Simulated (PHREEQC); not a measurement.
Solution (25 °C): 0.0068 mol/kgw NH3 and 0.00011 mol/kgw CO2. Closed to the air; pH follows from the charge balance.

The numbers come from PHREEQC with the ion-association model, phreeqc.dat.

```json
[
 {"quantity": "pH", "before": "10.41", "after": "10.51"},
 {"quantity": "ionic strength (mol/kgw)", "before": "0.000504", "after": "0.000362"},
 {"quantity": "NH3 (mol/kgw)", "before": "0.00636", "after": "0.00645"},
 {"quantity": "NH4+ (mol/kgw)", "before": "0.000442", "after": "0.000355"}
]
```

Q: Name the change that produced these shifts.
A) CO2 from 0.00011 to 1.1e-05 mol/kgw
B) CO2 from 0.00011 to 9.9e-05 mol/kgw
C) diluted 100-fold with water
D) NH3 from 0.0068 to 0.0034 mol/kgw
E) diluted 2-fold with water

A: A, CO2 from 0.00011 to 1.1e-05 mol/kgw

Precipitation was switched off in this run.
